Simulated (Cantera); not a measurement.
Input: 1 mol SO₂, 0.12 mol H₂, 6.4 mol N₂, at 1575 K and 0.133 bar.

Cantera equilibrium calculation (NASA polynomials, part measured and part estimated; ideal gas, pure solids and liquids). Rates play no part.

| species | before | after |
|---|---|---|
| N₂ | 0.854 | 0.574 |
| H₂ | 0.000998 | 0.188 |
| H₂O | 0.0149 | 0.176 |
| H₂S | 5.22e-5 | 0.0297 |
| SO₂ | 0.125 | 0.00147 |
| S₂ | 0.00311 | 0.0282 |
| SH | 3.79e-5 | 0.00157 |
| H | 3.59e-6 | 4.94e-5 |
| SO | 0.00189 | 0.000355 |
| S | 1.42e-5 | 4.29e-5 |
| S₂O | 0.000138 | 7.85e-5 |
Gas species are given as mole fractions.

Task: Name the change that produced these shifts.
(A) temperature from 1575 K to 1825 K
(B) temperature from 1575 K to 2723 K
(C) H₂ from 0.12 to 4.4 mol
(D) temperature from 1575 K to 775 K

Result: C, H₂ from 0.12 to 4.4 mol
